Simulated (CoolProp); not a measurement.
Methane at several states: fugacity coefficient from the reference equation and from simpler models built on Tc = -82.6 °C, pc = 4.599 MPa, ω = 0.011; each cubic takes its own stable root.

Values from CoolProp's reference Helmholtz-energy equation of state, Setzmann 1991.

| T (°C) | p (MPa) | phase | reference |
|---|---|---|---|
| 285.95 | 2.15 | gas | 1.002 |
| -86.65 | 17.5 | liquid | 0.2526 |
| 160.75 | 10 | supercritical | 0.9799 |
| 169.35 | 0.0306 | gas | 0.9999 |
| -163.05 | 0.12 | liquid | 0.7181 |

Task: How far does each simpler model (Redlich-Kwong, Soave-Redlich-Kwong, Peng-Robinson) lie from the reference over these 5 states: mean and median of the absolute difference, and the worst?

Result: 
- Redlich-Kwong: mean 6.7 %, median 0.8 %, worst -28.7 % at -163.05 °C and 0.12 MPa
- Soave-Redlich-Kwong: mean 1.5 %, median 1.1 %, worst +3.6 % at -86.65 °C and 17.5 MPa
- Peng-Robinson: mean 1.5 %, median 1.0 %, worst -4.7 % at -86.65 °C and 17.5 MPa
